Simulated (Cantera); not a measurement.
An adiabatic, constant-volume homogeneous reactor starts with 11.8 % CO, 1.65 % H₂, 18.2 % O₂, 68.4 % N₂, equivalence ratio 0.37, at 1650 K and 2.70 bar.

Detailed kinetics in Cantera: GRI-Mech 3.0 (53 species, 325 reactions). The hydrogen kinetics of GRI-Mech 3.0 are dated; newer H2 mechanisms differ, most at raised pressure.

One state of this run: T (K) = 2434; P (bar) = 3.82; x CO = 0.0308; x H₂ = 0.000607; x O₂ = 0.126; x HO₂ = 8.11e-6; x H = 0.00193. x: mole fraction; the columns are a selection and need not sum to one.

Task: Which value of t (s) does it belong to?
A) 6.69e-5
B) 4.06e-6
C) 0.300
D) 0.0182

Result: A, 6.69e-5
